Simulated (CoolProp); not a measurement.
Vapour pressure (MPa) of R11: the reference equation beside estimates from Tc = 198.0 °C, pc = 4.408 MPa, ω = 0.189. Clausius-Clapeyron is anchored at 42.85 °C with a constant enthalpy of vaporisation of 23.91 kJ/mol.

Model: reference Helmholtz-energy equation of state, Jacobsen 1992, in CoolProp.

```
T (°C)  reference  Lee-Kesler  Clausius-Clapeyron  Redlich-Kwong  Soave-Redlich-Kwong  Peng-Robinson
------  ---------  ----------  ------------------  -------------  -------------------  -------------
3.85      0.04729     0.04641             0.05292        0.07273              0.04676        0.04796
9.35      0.05913     0.05818             0.06477        0.08970              0.05852        0.05977
14.95     0.07349     0.07248             0.07894         0.1099              0.07281        0.07407
20.55     0.09047     0.08944             0.09549         0.1334              0.08973        0.09097
26.15      0.1104      0.1094                 ___         0.1606               0.1096         0.1108
31.65      0.1331      0.1322              0.1364         0.1910               0.1324         0.1333
37.25      0.1599      0.1590              0.1617         0.2262                  ___         0.1599
42.85      0.1906      0.1899              0.1906         0.2660               0.1899         0.1904
48.45      0.2256      0.2252              0.2233         0.3107               0.2251         0.2251
53.95      0.2646      0.2645              0.2595         0.3597               0.2644            ___
59.55      0.3095      0.3096              0.3009         0.4150               0.3095         0.3084
65.15      0.3598      0.3603              0.3472         0.4763               0.3603         0.3584
70.65      0.4150      0.4159              0.3978         0.5425               0.4160         0.4132
76.25      0.4776      0.4789              0.4548         0.6163               0.4793         0.4755
81.85      0.5469      0.5486              0.5179         0.6970               0.5494         0.5445
```

### Question
What belongs in the gaps?

### Answer

- 26.15, Clausius-Clapeyron: 0.1147
- 37.25, Soave-Redlich-Kwong: 0.1591
- 53.95, Peng-Robinson: 0.2639

Absolute difference from the reference over all 15 rows, mean and median: Lee-Kesler 0.6 and 0.4 %, Clausius-Clapeyron 4.4 and 3.9 %, Redlich-Kwong 40.0 and 39.6 %, Soave-Redlich-Kwong 0.5 and 0.5 %, Peng-Robinson 0.5 and 0.4 %.
